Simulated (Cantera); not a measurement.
Cantera run, input and output.

```python
import numpy as np
import cantera as ct

gas = ct.Solution("gri30.yaml")
gas.TPX = 1225, 13332, {'N2O': 1.3, 'O2': 1.1}
reactor = ct.IdealGasConstPressureReactor(gas, energy="off", clone=False)
net = ct.ReactorNet([reactor])
net.rtol, net.atol = 1e-08, 1e-18
show = ['N2O', 'O2', 'N2', 'NO2', 'NO', 'O']
times = np.geomspace(0.0001, 2, 14)

steps = ct.SolutionArray(gas, extra=["t"])
rows = []
print(f"{'t/s':>10s}{'T/K':>9s}{'P/Pa':>11s}" + "".join(f"{s:>11s}" for s in show))
for t in times:
    while net.time < t:
        t_next = net.step()
        steps.append(gas.state, t=t_next)
    rows.append([np.interp(t, steps.t, y) for y in (steps.T, steps.P, *steps(*show).X.T)])
    print(f"{t:10.3e}{rows[-1][0]:9.1f}{rows[-1][1]:11.4g}" + "".join(f"{x:11.3e}" for x in rows[-1][2:]))
rate = np.gradient(steps.T, steps.t)
print("integrator steps:", len(steps.t))
if steps.T.max() > steps.T[0] + 200:
    print(f"time of steepest temperature rise: {steps.t[rate.argmax()]:.4e} s")
gas.TPX = 1225, 13332, {'N2O': 1.3, 'O2': 1.1}
gas.equilibrate("TP")
print(f"equilibrium (TP): T = {gas.T:.1f} K  " + "  ".join(f"{s} {gas[s].X[0]:.3e}" for s in show))
```

Output:

```
       t/s      T/K       P/Pa        N2O         O2         N2        NO2         NO          O
 1.000e-04   1225.0  1.333e+04  5.417e-01  4.583e-01  4.906e-06  2.194e-13  3.613e-07  1.952e-06
 2.142e-04   1225.0  1.333e+04  5.417e-01  4.583e-01  1.199e-05  2.125e-12  1.160e-06  2.504e-06
 4.589e-04   1225.0  1.333e+04  5.416e-01  4.583e-01  2.809e-05  1.493e-11  3.110e-06  2.655e-06
 9.830e-04   1225.0  1.333e+04  5.416e-01  4.583e-01  6.284e-05  8.303e-11  7.358e-06  2.661e-06
 2.106e-03   1225.0  1.333e+04  5.415e-01  4.584e-01  1.373e-04  4.131e-10  1.646e-05  2.661e-06
 4.511e-03   1225.0  1.333e+04  5.413e-01  4.584e-01  2.967e-04  1.949e-09  3.595e-05  2.661e-06
 9.663e-03   1225.0  1.333e+04  5.408e-01  4.585e-01  6.379e-04  8.893e-09  7.767e-05  2.661e-06
 2.070e-02   1225.0  1.333e+04  5.398e-01  4.586e-01  1.368e-03  3.885e-08  1.669e-04  2.661e-06
 4.434e-02   1225.0  1.333e+04  5.377e-01  4.590e-01  2.925e-03  1.601e-07  3.572e-04  2.660e-06
 9.498e-02   1225.0  1.333e+04  5.333e-01  4.597e-01  6.237e-03  5.915e-07  7.617e-04  2.659e-06
 2.035e-01   1225.0  1.333e+04  5.238e-01  4.613e-01  1.322e-02  1.847e-06  1.614e-03  2.657e-06
 4.358e-01   1225.0  1.333e+04  5.044e-01  4.646e-01  2.767e-02  4.763e-06  3.375e-03  2.650e-06
 9.336e-01   1225.0  1.333e+04  4.655e-01  4.711e-01  5.646e-02  1.067e-05  6.877e-03  2.636e-06
 2.000e+00   1225.0  1.333e+04  3.940e-01  4.831e-01  1.096e-01  2.161e-05  1.331e-02  2.604e-06
integrator steps: 414
equilibrium (TP): T = 1225.0 K  N2O 5.339e-09  O2 5.736e-01  N2 4.261e-01  NO2 2.603e-06  NO 2.881e-04  O 8.785e-08
```

Cantera simulation using GRI-Mech 3.0 (53 species, 325 reactions); the numbers are that mechanism's predictions, not measurements. GRI-Mech 3.0 was tuned for natural gas; its chemistry of N2O as a main component is partial and can be far from experiment. The mechanism lacks the step 2 NO + O2 → 2 NO2, which can matter for NO2 below about 1400 K. The temperature is held fixed by assumption; the heat of reaction is taken as removed at once.
